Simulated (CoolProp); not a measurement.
Decamethyltetrasiloxane (MD2M) along the isotherm 600 K: Z from the reference equation and from simpler models built on Tc = 599.4 K, pc = 1.144 MPa, ω = 0.635; each cubic takes its own stable root.

Model: reference Helmholtz-energy equation of state, Thol 2017, in CoolProp.

```csv
p (MPa),phase,reference,van der Waals,Soave-Redlich-Kwong,Peng-Robinson
0.817,gas,0.7066,0.7258,0.6960,0.6718
1.63,supercritical,0.2266,0.3375,0.2809,0.2535
2.45,supercritical,0.3132,0.4525,0.3675,0.3305
3.27,supercritical,0.4000,0.5688,0.4557,0.4095
4.09,supercritical,0.4851,0.6831,0.5419,0.4868
4.9,supercritical,0.5675,0.7938,0.6251,0.5614
5.72,supercritical,0.6495,0.9040,0.7074,0.6354
6.54,supercritical,0.7302,1.013,0.7882,0.7080
7.35,supercritical,0.8088,1.119,0.8667,0.7786
8.17,supercritical,0.8874,1.225,0.9449,0.8490
8.99,supercritical,0.9650,1.330,1.022,0.9186
9.81,supercritical,1.042,1.434,1.098,0.9874
10.6,supercritical,1.115,1.533,1.171,1.053
11.4,supercritical,1.189,1.633,1.244,1.119
```
